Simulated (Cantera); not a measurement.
An adiabatic, constant-pressure homogeneous reactor starts with CH₄ : CO : O₂ : N₂ = 1 : 0.035 : 1.44 : 11.5 (molar parts), at 1325 K and 4.20 bar.

Model: GRI-Mech 3.0 (53 species, 325 reactions), integrated in Cantera.

Q: Predict: time of steepest temperature rise; temperature at 0.100 s; equilibrium temperature; x(CO) at 0.100 s; x(O₂) at 0.100 s; x(HCO) at 0.100 s; x(H₂) at 0.100 s; x(O) at 0.100 s.

A: 
| Item | Value |
|---|---|
| time of steepest temperature rise | 6.78 ms |
| temperature at 0.100 s | 2243 K |
| equilibrium temperature | 2243 K |
| x(CO) at 0.100 s | 0.0455 (gas-phase equilibrium 0.0455) |
| x(O₂) at 0.100 s | 4.98e-6 (gas-phase equilibrium 4.98e-6) |
| x(HCO) at 0.100 s | 2.68e-8 (gas-phase equilibrium 2.68e-8) |
| x(H₂) at 0.100 s | 0.0338 (gas-phase equilibrium 0.0338) |
| x(O) at 0.100 s | 3.88e-6 (gas-phase equilibrium 3.88e-6) |
